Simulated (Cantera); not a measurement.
An isothermal, constant-pressure homogeneous reactor starts with NO : N₂ = 1 : 1.2 (molar parts), at 1723 K and 97.5 Torr. Integrator tolerance rtol = 1e-08.

Detailed kinetics in Cantera: GRI-Mech 3.0 (53 species, 325 reactions).

**Question.** What does this change do: pressure from 97.5 Torr to 44.3 Torr?

**Answer.** 
```json
[
 {"quantity": "x(NO) at 70.0 s", "before": "0.195 (gas-phase equilibrium 0.00326)", "after": "0.286 (gas-phase equilibrium 0.00326)"},
 {"quantity": "x(O) at 70.0 s", "before": "5.80e-5 (gas-phase equilibrium 7.54e-5)", "after": "7.10e-5 (gas-phase equilibrium 0.000112)"},
 {"quantity": "x(NO₂) at 70.0 s", "before": "0.000163 (gas-phase equilibrium 3.61e-6)", "after": "0.000129 (gas-phase equilibrium 2.43e-6)"},
 {"quantity": "x(N₂) at 70.0 s", "before": "0.675 (gas-phase equilibrium 0.771)", "after": "0.630 (gas-phase equilibrium 0.771)"},
 {"quantity": "x(N₂O) at 70.0 s", "before": "1.32e-5 (gas-phase equilibrium 6.76e-8)", "after": "2.75e-5 (gas-phase equilibrium 4.55e-8)"}
]
```

**Question.** What does this change do: pressure from 97.5 Torr to 0.380 bar?

**Answer.** 
```csv
quantity,before,after
x(NO) at 70.0 s,0.195 (gas-phase equilibrium 0.00326),0.0871 (gas-phase equilibrium 0.00326)
x(O) at 70.0 s,5.80e-5 (gas-phase equilibrium 7.54e-5),3.99e-5 (gas-phase equilibrium 4.41e-5)
x(NO₂) at 70.0 s,0.000163 (gas-phase equilibrium 3.61e-6),0.000149 (gas-phase equilibrium 6.17e-6)
x(N₂) at 70.0 s,0.675 (gas-phase equilibrium 0.771),0.729 (gas-phase equilibrium 0.771)
x(N₂O) at 70.0 s,1.32e-5 (gas-phase equilibrium 6.76e-8),2.84e-6 (gas-phase equilibrium 1.16e-7)
```
